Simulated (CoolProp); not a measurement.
Vapour-liquid equilibrium of R125 (1) + n-butane (2) at 233.7 K; x and y are mole fractions of (1).

Model: multi-fluid Helmholtz-energy mixture model, Lemmon 2005 and Bücker 2006; pair parameters Bell 2016, in CoolProp.

| x | bubble pressure (kPa) | y at the bubble point | dew pressure at overall composition x (kPa) | liquid density (mol/L) |
|---|---|---|---|---|
| 0.05 | 56.05 | 0.700 | 18.20 | 11.07 |
| 0.125 | 95.30 | 0.831 | 19.75 | 11.13 |
| 0.2 | 118.3 | 0.868 | 21.58 | 11.19 |
| 0.275 | 130.8 | 0.884 | 23.78 | 11.25 |
| 0.35 | 137.0 | 0.892 | 26.49 | 11.32 |
| 0.425 | 139.6 | 0.895 | 29.88 | 11.39 |
| 0.5 | 140.5 | 0.896 | 34.26 | 11.46 |
| 0.575 | 140.9 | 0.897 | 40.13 | 11.55 |
| 0.65 | 141.6 | 0.899 | 48.42 | 11.65 |
| 0.725 | 143.0 | 0.903 | 60.96 | 11.76 |
| 0.8 | 145.2 | 0.911 | 82.06 | 11.89 |
| 0.875 | 148.0 | 0.929 | 123.3 | 12.04 |
| 0.95 | 150.9 | 0.962 | 150.1 | 12.22 |

No azeotrope shows between x = 0.05 and 0.95.

Pair parameters are fitted to limited data, so mixtures are less certain than the pure fluids. With so large a gap from Raoult's law the liquid may split in two, which this calculation doesn't test in full.
